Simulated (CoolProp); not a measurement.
A single-stage vapour-compression cycle with R1233zd(E): evaporating at 262.15 K (dew point), condensing at 282.15 K (bubble point), superheat 10 K, subcooling 0 K, compressor efficiency 0.8, no pressure losses. Each further row changes one setting.

Values from CoolProp's reference Helmholtz-energy equation of state, Akasaka 2022.

| case | cooling COP | pressure ratio | discharge temperature (K) | refrigerating effect (kJ/kg) | volumetric capacity (kJ/m³) |
|---|---|---|---|---|---|
| as stated | 9.83 | 2.42 | 299.1 | 192 | 329 |
| evaporating temperature 267.15 K | 13.6 | 1.91 | 297.0 | ? | ? |
| condensing temperature 277.15 K | 13.3 | 1.97 | 292.8 | 198 | 339 |
| subcooling 5 K | 10.1 | 2.42 | 299.1 | 198 | 339 |
| superheat 20 K | ? | 2.42 | ? | ? | 329 |
| compressor efficiency 0.7 | 8.60 | 2.42 | 302.6 | 192 | 329 |

**Question.** Fill in the missing entries.

**Answer.** 
- evaporating temperature 267.15 K, refrigerating effect (kJ/kg): 196
- evaporating temperature 267.15 K, volumetric capacity (kJ/m³): 418
- superheat 20 K, cooling COP: 9.84
- superheat 20 K, discharge temperature (K): 309.4
- superheat 20 K, refrigerating effect (kJ/kg): 200
